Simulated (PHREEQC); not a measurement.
Copper plating or etch bath

Consider water at 25 °C with 0.087 mol/kgw CuCl2, 1.2 mol/kgw HNO3 and 0.11 mol/kgw FeCl3. Closed to the air; pH follows from the charge balance.

All values are PHREEQC results (ion-association model, wateq4f.dat), not measurements.

Precipitation was switched off in this run.

Q: Estimate the pH, ionic strength, activity of water.

A: pH 0.06; ionic strength 1.82 mol/kgw; activity of water 0.949.

Q: In which forms is Cu present?

A: Cu+2 83 %, CuCl+ 16 %, CuCl2 0.7 % of the Cu.

Caution: at this ionic strength the ion-association model is outside its range; a Pitzer model would be the better tool where its parameters exist. Complexes and solids missing from the database can't appear.
